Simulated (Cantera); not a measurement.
Input (Python, Cantera) and output of one run.

```python
import numpy as np
import cantera as ct

gas_names = """
    CL CLO CL2 Fe FeCL FeCL2 FeCL3 FeO Fe(OH)2 Fe2CL4 Fe2CL6 H HCL HOCL HO2 H2 H2O H2O2 O OH O2 O3
""".split()
cond_names = """
    Fe(a) Fe(c) Fe(d) Fe(L) FeCL2(s) FeCL2(L) FeCL3(s) FeCL3(L) FeO(s) FeO(L) Fe(OH)2(s) Fe(OH)3(s)
    Fe2O3(s) Fe3O4(s) H2O(s) H2O(L)
""".split()


# ... load() reads the species with a 1 bar reference pressure and builds the phases ...
atoms = {
    'Fe3O4': {'Fe': 3, 'O': 4},
    'Cl2': {'CL': 2},
    'H2': {'H': 2},
}
top_T = {'Fe2O3(s)': 1830, 'Fe3O4(s)': 1870}  # K; cautious upper limits of use, not melting points


# ... equilibrate(T, P, feed) seeds the gas with the atoms and calls Mixture.equilibrate('TP', solver="vcs", rtol=1e-11, max_steps=5000) ...
results = []
feed = {'Fe3O4': 1, 'Cl2': 1.6, 'H2': 0.15}  # mol
T = 1425  # K
for P in [1000, 4000, 16000, 63000, 250000, 1000000]:
    mix = equilibrate(T, P, feed)
    results.append((T, P, feed, dict(zip(mix.species_names, mix.species_moles))))
    x = sorted(zip(gas.X, gas.species_names), reverse=True)
    print(f"T = {T:g} K  P = {P:g} Pa  gas = {mix.phase_moles(0):.4g} mol")
    print("   x: " + "  ".join(f"{s} {v:.3e}" for v, s in x if v > 0.0001))
    print("   condensed (mol): " + ("  ".join(f"{mix.phase(i).name} {mix.phase_moles(i):.4g}"
          for i in range(1, mix.n_phases) if mix.phase_moles(i) > 1e-12) or "none"))
```

Result:

```
T = 1425 K  P = 1000 Pa  gas = 2.414 mol
   x: FeCL2 4.377e-01  O2 2.632e-01  HCL 1.230e-01  CL 7.540e-02  FeCL3 5.165e-02  CL2 4.817e-02  H2O 6.467e-04  Fe2CL4 1.361e-04  CLO 1.052e-04
   condensed (mol): Fe2O3(s) 0.9091
T = 1425 K  P = 4000 Pa  gas = 2.204 mol
   x: FeCL2 3.498e-01  O2 2.388e-01  HCL 1.347e-01  FeCL3 1.197e-01  CL2 1.012e-01  CL 5.465e-02  H2O 7.034e-04  Fe2CL4 3.478e-04  CLO 1.452e-04
   condensed (mol): Fe2O3(s) 0.9819
T = 1425 K  P = 16000 Pa  gas = 1.984 mol
   x: FeCL2 2.331e-01  FeCL3 2.065e-01  O2 2.042e-01  CL2 1.697e-01  HCL 1.493e-01  CL 3.538e-02  H2O 9.535e-04  Fe2CL4 6.177e-04  CLO 1.738e-04  Fe2CL6 1.139e-04
   condensed (mol): Fe2O3(s) 1.063
T = 1425 K  P = 63000 Pa  gas = 1.825 mol
   x: FeCL3 2.752e-01  CL2 2.359e-01  O2 1.705e-01  HCL 1.614e-01  FeCL2 1.327e-01  CL 2.102e-02  H2O 1.454e-03  Fe2CL6 7.960e-04  Fe2CL4 7.889e-04  CLO 1.873e-04
   condensed (mol): Fe2O3(s) 1.125
T = 1425 K  P = 250000 Pa  gas = 1.725 mol
   x: FeCL3 3.087e-01  CL2 2.932e-01  HCL 1.692e-01  O2 1.428e-01  FeCL2 6.705e-02  CL 1.177e-02  Fe2CL6 3.975e-03  H2O 2.341e-03  Fe2CL4 7.986e-04  CLO 1.911e-04
   condensed (mol): Fe2O3(s) 1.168
T = 1425 K  P = 1e+06 Pa  gas = 1.654 mol
   x: CL2 3.406e-01  FeCL3 3.053e-01  HCL 1.734e-01  O2 1.231e-01  FeCL2 3.076e-02  Fe2CL6 1.555e-02  CL 6.340e-03  H2O 3.935e-03  Fe2CL4 6.725e-04  CLO 1.912e-04
   condensed (mol): Fe2O3(s) 1.195
```

These are equilibrium values from Cantera (NASA tables, ideal gas, pure condensed phases), not measurements of a reactor.
